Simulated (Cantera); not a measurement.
Cantera run:

```python
import numpy as np
import cantera as ct

gas_names = [...]  # 87 gases of nasa_gas.yaml made of C, H, Si
cond_names = """
    C(gr) C6H6(L) C7H8(L) C8H18(L),n-octa Si(cr) Si(L) SiC(b)
""".split()


# ... load() reads the species with a 1 bar reference pressure and builds the phases ...
atoms = {
    'SiH4': {'Si': 1, 'H': 4},
    'C2H4': {'C': 2, 'H': 4},
    'H2': {'H': 2},
}
top_T = {'C(gr)': 4500, 'SiC(b)': 3050}  # K; cautious upper limits of use, not melting points


# ... equilibrate(T, P, feed) seeds the gas with the atoms and calls Mixture.equilibrate('TP', solver="vcs", rtol=1e-11, max_steps=5000) ...
results = []
feed = {'SiH4': 1, 'C2H4': 0.028, 'H2': 730}  # mol
T = 1025  # K
P = 133.322  # Pa
mix = equilibrate(T, P, feed)
results.append((T, P, feed, dict(zip(mix.species_names, mix.species_moles))))
print(gas.report(threshold=0.0001))
for i in range(1, mix.n_phases):
    print(f"{mix.phase(i).name:16s} {mix.phase_moles(i):12.5e} mol")
```

It prints:

```
       temperature   1025 K
          pressure   133.32 Pa
           density   3.1538e-05 kg/m^3
  mean mol. weight   2.016 kg/kmol
   phase of matter   gas

                          1 kg             1 kmol
                     ---------------   ---------------
          enthalpy        1.0636e+07        2.1442e+07  J
   internal energy        6.4086e+06         1.292e+07  J
           entropy        1.1013e+05        2.2203e+05  J/K
    Gibbs function       -1.0225e+08       -2.0613e+08  J
 heat capacity c_p             15021             30283  J/K
 heat capacity c_v             10897             21968  J/K

                      mass frac. Y      mole frac. X     chem. pot. / RT
                     ---------------   ---------------   ---------------
                H2                 1                 1           -24.187
     [  +86 minor]        4.4848e-07        1.6742e-07

C(gr)             0.00000e+00 mol
Si(cr)            9.44034e-01 mol
SiC(b)            5.59654e-02 mol
```

Cantera equilibrium calculation (NASA polynomials, part measured and part estimated; ideal gas, pure solids and liquids). Mutual solubility and eutectic melting of coexisting phases are not modelled.
